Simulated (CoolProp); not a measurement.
Saturation properties of c-C4F8 (RC318) (Tc = 388.4 K, pc = 2.778 MPa, ω = 0.355).

Computed with CoolProp (reference Helmholtz-energy equation of state, Platzer 1990). This equation is an older, rougher fit; its heat capacities, sound speeds and derivatives of the liquid may be far off and weren't checked against measurements.

```tsv
T (K)	p (MPa)	vapour density (kg/m³)	enthalpy of vaporisation (kJ/kg)	surface tension (mN/m)	liquid conductivity (mW/(m K))
267.6	0.1031	9.701	116.6	11.8	72.5
272.1	0.1237	11.52	114.9	11.2	71.5
276.6	0.1473	13.60	113.2	10.7	70.5
281.1	0.1743	15.97	111.4	10.2	69.4
285.7	0.2057	18.71	109.6	9.61	68.3
290.2	0.2404	21.74	107.7	9.09	67.2
294.7	0.2795	25.15	105.8	8.57	66.1
299.2	0.3231	28.97	103.8	8.06	64.9
303.8	0.3729	33.35	101.7	7.54	63.7
308.3	0.4270	38.15	99.51	7.04	62.5
312.8	0.4869	43.51	97.29	6.55	61.3
317.3	0.5528	49.48	94.97	6.07	60.1
321.9	0.6268	56.30	92.51	5.58	58.8
326.4	0.7062	63.75	90.00	5.11	57.5
330.9	0.7928	72.06	87.36	4.65	56.2
```

It boils at 267.2 K under 1 atm.

Thermal conductivity comes from a separate model (Huber 2003), an estimate that may be off by 10 % or more. Surface tension comes from a separate correlation (Mulero 2012).
